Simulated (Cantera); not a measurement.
A closed system holds: 1 mol B2O3, 5.9 mol N2, 1.1 mol H2, equilibrated at 1800 °C and 0.133 bar.

Cantera equilibrium calculation (NASA polynomials, part measured and part estimated; ideal gas, pure solids and liquids). Candidate condensed phases: B, BN, B2O3, B3O3H3, H2O; 39 gas species. Rates play no part.

Base state: N2 0.735, H2 0.109, B2O3 0.0893, HBO2 0.0336, HBO 0.0176, B2O2 0.00695, BO 0.00520, H 0.00238 (mole fractions); condensed: gas only.

Task: What changes in the equilibrium state with this change: H2 from 1.1 to 0.26 mol?

Result: 
```json
[
 {"species": "N2", "before": "0.735", "after": "0.822"},
 {"species": "B2O3", "before": "0.0893", "after": "0.117"},
 {"species": "HBO2", "before": "0.0336", "after": "0.0216"},
 {"species": "H2", "before": "0.109", "after": "0.0210"},
 {"species": "HBO", "before": "0.0176", "after": "0.00690"},
 {"species": "H2O", "before": "0.00148", "after": "0.000466"},
 {"species": "H", "before": "0.00238", "after": "0.00104"},
 {"species": "BO2", "before": "0.000101", "after": "0.000147"}
]
```

Task: What changes in the equilibrium state with this change: H2 from 1.1 to 0.7 mol?

Result: 
```json
[
 {"species": "N2", "before": "0.735", "after": "0.774"},
 {"species": "B2O3", "before": "0.0893", "after": "0.0998"},
 {"species": "H2", "before": "0.109", "after": "0.0679"},
 {"species": "HBO", "before": "0.0176", "after": "0.0137"},
 {"species": "HBO2", "before": "0.0336", "after": "0.0301"},
 {"species": "H2O", "before": "0.00148", "after": "0.00106"},
 {"species": "H", "before": "0.00238", "after": "0.00188"},
 {"species": "BO2", "before": "0.000101", "after": "0.000114"},
 {"species": "B2O2", "before": "0.00695", "after": "0.00676"}
]
```

Task: What changes in the equilibrium state with this change: temperature from 1800 °C to 1500 °C?

Result: 
```csv
species,before,after
N2,0.735,0.819
H2,0.109,0.143
B2O3,0.0893,0.0176
HBO2,0.0336,0.0109
HBO,0.0176,0.00751
BO2,0.000101,1.70e-6
BO,0.00520,0.000285
"BN(s), mol",0,0.00226
"B2O3(l), mol",0,0.793
```
Mutual solubility and eutectic melting of coexisting phases are not modelled.
